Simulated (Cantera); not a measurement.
A closed system holds: 1 mol LiOH, 1.6 mol H₂, 0.45 mol H₂O, held at 29.0 mbar.

Cantera equilibrium calculation (NASA polynomials, part measured and part estimated; ideal gas, pure solids and liquids). Candidate condensed phases: H₂O, Li, LiH, LiOH, Li₂O; 17 gas species. Rates play no part. All values below are at 1750 °C.

Base state: H₂ 0.454, H₂O 0.227, LiOH 0.225, Li 0.0846, H 0.00752, Li₂O 0.00135, LiH 0.000398, OH 0.000391 (mole fractions); condensed: gas only.

What changes in the equilibrium state with this change: H₂ from 1.6 to 0.6 mol?


| species | before | after |
|---|---|---|
| LiOH | 0.225 | 0.380 |
| H₂O | 0.227 | 0.293 |
| H₂ | 0.454 | 0.237 |
| Li | 0.0846 | 0.0801 |
| Li₂(OH)₂ | 1.14e-5 | 3.25e-5 |
| O | 4.70e-6 | 1.16e-5 |
